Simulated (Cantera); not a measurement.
Cantera with NASA thermochemical tables; ideal gases at 1 bar, condensed phases pure. Values are per mole of reaction as written; species without (g) are pure solids or liquids, kept so even where they would boil at 1 bar.

6 NO2(g) + 9 H2O(g) + 7 Cr = 7 CrO3(g) + 6 NH3(g)

```tsv
T (K)	ΔH° (kJ)	ΔS° (J/K)	ΔG° (kJ)	log10 K
300	___	___	___	___
1300	-386.1	-337.1	52.1	-2.09
1325	-387.7	-338.3	60.5	-2.39
1350	-389.3	-339.5	69.0	-2.67
1375	-391.0	-340.7	77.5	-2.94
1400	-392.8	-342.0	86.1	-3.21
1425	-394.7	-343.4	94.6	-3.47
1450	-396.7	-344.8	103.2	-3.72
1475	___	___	___	___
```

Q: What belongs in the gaps?

A: 
- 300, ΔH° (kJ): -354.7
- 300, ΔS° (J/K): -286.3
- 300, ΔG° (kJ): -268.8
- 300, log10 K: 46.80
- 1475, ΔH° (kJ): -398.8
- 1475, ΔS° (J/K): -346.2
- 1475, ΔG° (kJ): 111.9
- 1475, log10 K: -3.96
